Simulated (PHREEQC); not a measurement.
Model water analysis in mg/kgw, 20 °C, pH 6.88, pe 9.7: Na 184; K 3.87; Ca 24.3; Mg 10.9; Cl 172; S(6) as SO4 51.5; Alkalinity as HCO3 275; Cd 5.04; B 0.0651; Zn 8.71; Ni 0.1.

Valence states are taken as typed.

All values are PHREEQC results (ion-association model, wateq4f.dat), not measurements.

Q: The ionic strength comes out as 0.0118 mol/kgw. What activity coefficients do Zn+2, CaHCO3+, CO3-2, SO4-2, Na+ get?

A: Zn+2 0.66, CaHCO3+ 0.90, CO3-2 0.65, SO4-2 0.65, Na+ 0.90.

No solid was allowed to form. Examples of supersaturated solids here: Otavite, ZnCO3:H2O. Others may be too. The database's nickel carbonate constants are estimates that later reviews lower a good deal. The database's zinc carbonate complexes are estimates, stronger than later reviews accept.
